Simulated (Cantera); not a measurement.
Feed: 1 mol CF₄, 0.61 mol CH₄, equilibrated at 2700 K and 0.260 bar.

Cantera equilibrium calculation (NASA polynomials, part measured and part estimated; ideal gas, pure solids and liquids). Candidate condensed phases: C, C₆H₆, C₇H₈, C₈H₁₈; 95 gas species. Gases not in the tables: C₂F₆ and larger saturated fluorocarbons. Rates play no part.

Base state: HF 0.712, CF₂ 0.138, F 0.131, CF₄ 0.00802, CF 0.00751, CF₃ 0.00355, H 0.000229, C₃ 3.38e-5 (mole fractions); condensed: C(graphite).

Task: What changes in the equilibrium state with this change: pressure from 0.260 bar to 23.0 mbar?

Result: 
| species | before | after |
|---|---|---|
| HF | 0.712 | 0.643 |
| F | 0.131 | 0.282 |
| CF₂ | 0.138 | 0.0567 |
| CF | 0.00751 | 0.0162 |
| CF₄ | 0.00802 | 0.000121 |
| CF₃ | 0.00355 | 0.000279 |
| C₂ | 3.24e-6 | 3.66e-5 |
| C(graphite), mol | 1.07 | 1.33 |

Task: What changes in the equilibrium state with this change: CH₄ from 0.61 to 0.043 mol?

Result: 
```tsv
species	before	after
F	0.131	0.434
CF₂	0.138	0.278
CF₄	0.00802	0.179
HF	0.712	0.0801
CF₃	0.00355	0.0239
C₃	3.38e-5	2.08e-7
H	0.000229	7.76e-6
C(graphite), mol	1.07	0
```
The tables' values for C₂F₄ are old estimates; treat these amounts as uncertain.
